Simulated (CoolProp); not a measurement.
Vapour-liquid equilibrium of carbon dioxide (1) + neopentane (2) at 281 K; x and y are mole fractions of (1).

Computed with CoolProp (multi-fluid Helmholtz-energy mixture model, Span 1996 and Lemmon 2006; pair parameters Bell 2016).

```json
[
 {"x": "0.05", "bubble pressure (bar)": "3.452", "y at the bubble point": "0.718", "dew pressure at overall composition x (bar)": "1.006", "liquid density (mol/L)": "8.653"},
 {"x": "0.15", "bubble pressure (bar)": "8.633", "y at the bubble point": "0.884", "dew pressure at overall composition x (bar)": "1.127", "liquid density (mol/L)": "9.292"},
 {"x": "0.25", "bubble pressure (bar)": "13.57", "y at the bubble point": "0.924", "dew pressure at overall composition x (bar)": "1.280", "liquid density (mol/L)": "10.00"},
 {"x": "0.35", "bubble pressure (bar)": "17.89", "y at the bubble point": "0.942", "dew pressure at overall composition x (bar)": "1.480", "liquid density (mol/L)": "10.79"},
 {"x": "0.45", "bubble pressure (bar)": "21.52", "y at the bubble point": "0.951", "dew pressure at overall composition x (bar)": "1.753", "liquid density (mol/L)": "11.68"},
 {"x": "0.55", "bubble pressure (bar)": "24.65", "y at the bubble point": "0.958", "dew pressure at overall composition x (bar)": "2.147", "liquid density (mol/L)": "12.69"},
 {"x": "0.65", "bubble pressure (bar)": "27.61", "y at the bubble point": "0.964", "dew pressure at overall composition x (bar)": "2.768", "liquid density (mol/L)": "13.84"},
 {"x": "0.75", "bubble pressure (bar)": "30.80", "y at the bubble point": "0.971", "dew pressure at overall composition x (bar)": "3.897", "liquid density (mol/L)": "15.19"},
 {"x": "0.85", "bubble pressure (bar)": "34.68", "y at the bubble point": "0.980", "dew pressure at overall composition x (bar)": "6.589", "liquid density (mol/L)": "16.79"},
 {"x": "0.95", "bubble pressure (bar)": "39.65", "y at the bubble point": "0.992", "dew pressure at overall composition x (bar)": "20.92", "liquid density (mol/L)": "18.75"}
]
```

No azeotrope shows between x = 0.05 and 0.95.

The pair parameters rest on a limited set of measurements; away from them the model extrapolates. The gap from Raoult's law changes sign with composition, which may be real or a fault of the pair parameters; it wasn't checked against measurements.
